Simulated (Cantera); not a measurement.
Diamond growth

A diamond (100) surface in a fixed gas of H2 with x(CH4) = 0.0054, x(CH3) = 2.3e-05, at 1023 K, 113 Torr; coverages are run to steady state.

Cantera simulation using the Harris–Goodwin 1993 mechanism for the reconstructed diamond (100) surface; the numbers are that mechanism's predictions, not measurements.

| x(H) | growth (µm/h) | θ c6HH | θ c6H* | θ c6*H | θ c6** | θ c6HM |
|---|---|---|---|---|---|---|
| 0.0001 | 0.688 | 0.588 | 0.0174 | 0.335 | 0.00492 | 0.0386 |
| 0.00024 | 1.16 | 0.574 | 0.0188 | 0.361 | 0.00750 | 0.0271 |
| 0.00059 | 1.57 | 0.572 | 0.0196 | 0.377 | 0.00950 | 0.0150 |
| 0.0014 | 1.81 | 0.574 | 0.0201 | 0.385 | 0.0106 | 0.00730 |
| 0.0035 | 1.94 | 0.575 | 0.0204 | 0.389 | 0.0112 | 0.00313 |
| 0.0085 | 2.00 | 0.575 | 0.0206 | 0.391 | 0.0114 | 0.00133 |
| 0.021 | 2.03 | 0.575 | 0.0210 | 0.391 | 0.0116 | 0.000544 |
| 0.05 | 2.05 | 0.575 | 0.0220 | 0.390 | 0.0118 | 0.000231 |
| 0.12 | 2.09 | 0.575 | 0.0241 | 0.388 | 0.0121 | 9.77e-5 |
θ: site fractions in the mechanism's names (c6HH fully hydrogenated, c6H* and c6*H radical sites, c6** diradical, c6HM methylated).
